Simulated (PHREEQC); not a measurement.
Acid rinse or clean (model solution)

A solution holds 0.067 mol/kgw HBr, 3.1e-05 mol/kgw CaCl2 and 0.00078 mol/kgw MnSO4, at 25 °C. It is in equilibrium with CO2 at log p = -2 (atm). Otherwise closed; pH follows from the charge balance.

The numbers come from PHREEQC with the ion-association model, wateq4f.dat.

The pH comes out as 1.25 and the ionic strength is 0.0691 mol/kgw. The total alkalinity comes out as -67.0 meq/kg.

```tsv
species	molality	activity	log γ
Br-	0.0670	0.0538	-0.096
H+	0.0664	0.0558	-0.075
Mn+2	0.000775	0.000344	-0.353
HSO4-	0.000573	0.000459	-0.097
CO2	0.000335	0.000340	0.007
SO4-2	0.000201	8.45e-5	-0.377
Cl-	6.19e-5	4.90e-5	-0.102
Ca+2	3.07e-5	1.33e-5	-0.363
```

Precipitation was switched off in this run. Complexes and solids missing from the database can't appear.
